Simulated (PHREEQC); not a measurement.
**Buffer: speciation**

Solution (20 °C): 0.002 mol HF and 0.00041 mol NaF per kg of water. Closed to the air; pH follows from the charge balance.

Model: ion-association model, wateq4f.dat, run in PHREEQC.

No solid was allowed to form.

### Question
Estimate the pH, ionic strength.

### Answer
pH 3.12; ionic strength 0.00120 mol/kgw.

### Question
In which forms is F present?

### Answer
HF 50 %, F- 50 % of the F.
